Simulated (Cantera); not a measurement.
CCl4 (fluorocarbon and chlorocarbon gases)

A closed system holds: 1 mol CCl4, equilibrated at 133 Pa.

Equilibrium computed with Cantera from the NASA thermochemical tables; the gas is ideal and each condensed phase is pure. Candidate condensed phases: C; 14 gas species. The tables' values for CCl are old estimates; treat these amounts as uncertain. Rates play no part.

| T (°C) | x Cl | x Cl2 | x C3 | x C | x C2 | x C5 | x C4 | x CCl4 | n C(graphite) |
|---|---|---|---|---|---|---|---|---|---|
| 577 | 0.000764 | 0.999 | <1e-12 | <1e-12 | <1e-12 | <1e-12 | <1e-12 | 6.16e-5 | 1.000 |
| 777 | 0.0215 | 0.979 | <1e-12 | <1e-12 | <1e-12 | <1e-12 | <1e-12 | 5.24e-6 | 1.000 |
| 977 | 0.192 | 0.808 | <1e-12 | <1e-12 | <1e-12 | <1e-12 | <1e-12 | 7.09e-7 | 1.000 |
| 1177 | 0.659 | 0.341 | <1e-12 | <1e-12 | <1e-12 | <1e-12 | <1e-12 | 3.99e-8 | 1.000 |
| 1377 | 0.945 | 0.0554 | <1e-12 | 2.42e-12 | <1e-12 | <1e-12 | <1e-12 | 4.49e-10 | 1.000 |
| 1577 | 0.992 | 0.00831 | 3.80e-10 | 6.93e-10 | 3.15e-11 | <1e-12 | <1e-12 | 5.22e-12 | 1.000 |
| 1777 | 0.998 | 0.00168 | 6.91e-8 | 6.53e-8 | 5.89e-9 | 1.90e-11 | 4.83e-12 | <1e-12 | 1.000 |
| 1977 | 1.000 | 0.000446 | 4.87e-6 | 2.73e-6 | 4.29e-7 | 4.34e-9 | 9.96e-10 | <1e-12 | 1.000 |
| 2177 | 1.000 | 0.000146 | 0.000168 | 6.19e-5 | 1.54e-5 | 4.02e-7 | 8.52e-8 | <1e-12 | 0.998 |
| 2377 | 0.995 | 5.61e-5 | 0.00336 | 0.000872 | 0.000318 | 1.85e-5 | 3.69e-6 | <1e-12 | 0.953 |
| 2577 | 0.943 | 2.23e-5 | 0.0433 | 0.00846 | 0.00427 | 0.000491 | 9.34e-5 | <1e-12 | 0.365 |
| 2777 | 0.900 | 9.97e-6 | 0.0564 | 0.0317 | 0.0111 | 0.000327 | 0.000115 | <1e-12 | 0 |
x: gas mole fraction; n: condensed amount in mol.

From 577 °C to 2577 °C the condensed part is C(graphite). At 2777 °C nothing is condensed. The main C-bearing gas is CCl4 at 577 °C and C3 at 2777 °C.
